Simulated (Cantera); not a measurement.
Input: 1 mol Al, 2.8 mol HCl, 12 mol H2, 0.76 mol O2, held at 2048 K.

Cantera equilibrium calculation (NASA polynomials, part measured and part estimated; ideal gas, pure solids and liquids). Candidate condensed phases: Al, AlCl3, Al2O3, H2O; 29 gas species. The tables' values for AlCl2, AlOH are old estimates; treat these amounts as uncertain. Equilibrium is a limit: real reactors are often held back by kinetics, nucleation or transport.

x: gas mole fraction; n: condensed amount in mol.

| P (Pa) | x H2 | x HCl | x H | x Cl | x H2O | x AlCl | x AlCl3 | n Al2O3(s) |
|---|---|---|---|---|---|---|---|---|
| 10 | 0.636 | 0.131 | 0.179 | 0.0272 | 0.0164 | 0.0100 | [?] | 0.410 |
| 63 | 0.730 | 0.159 | 0.0762 | 0.0123 | 0.0132 | 0.00776 | [?] | 0.436 |
| 400 | 0.774 | 0.174 | 0.0311 | 0.00518 | 0.00993 | 0.00545 | [?] | 0.456 |
| 2500 | 0.793 | 0.181 | 0.0126 | 0.00213 | 0.00745 | 0.00357 | [?] | 0.469 |
| 16000 | 0.802 | 0.183 | 0.00501 | 0.000849 | 0.00585 | 0.00209 | [?] | 0.478 |
| 100000 | 0.806 | 0.184 | 0.00201 | 0.000339 | 0.00525 | 0.000987 | [?] | 0.481 |

Task: What belongs in the gaps?

Result: 
- 10, x AlCl3: 5.90e-7
- 63, x AlCl3: 3.71e-6
- 400, x AlCl3: 1.86e-5
- 2500, x AlCl3: 8.02e-5
- 16000, x AlCl3: 0.000305
- 100000, x AlCl3: 0.000899
